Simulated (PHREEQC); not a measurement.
1 kg of water holding 0.059 mol/kgw NaCl meets 20 L of dry gas (O2 1 by moles) at fixed total pressure, at 10 °C; fugacities by Peng-Robinson. The gases take part in no redox reaction, some water evaporates into the gas, and hydrates or a liquid gas phase aren't modelled. Precipitation was switched off in this run.

The numbers come from PHREEQC with the ion-association model, phreeqc.dat.

Question: Predict dissolved O2 (mol/kgw) at P (atm) = 5, 20, 50, 75, 100.

Answer: 
```json
[
 {"P (atm)": "5", "dissolved O2 (mol/kgw)": "0.00835"},
 {"P (atm)": "20", "dissolved O2 (mol/kgw)": "0.0323"},
 {"P (atm)": "50", "dissolved O2 (mol/kgw)": "0.0754"},
 {"P (atm)": "75", "dissolved O2 (mol/kgw)": "0.107"},
 {"P (atm)": "100", "dissolved O2 (mol/kgw)": "0.135"}
]
```

Species that the database lacks are ignored. Constants without temperature data keep their 25 °C values here.
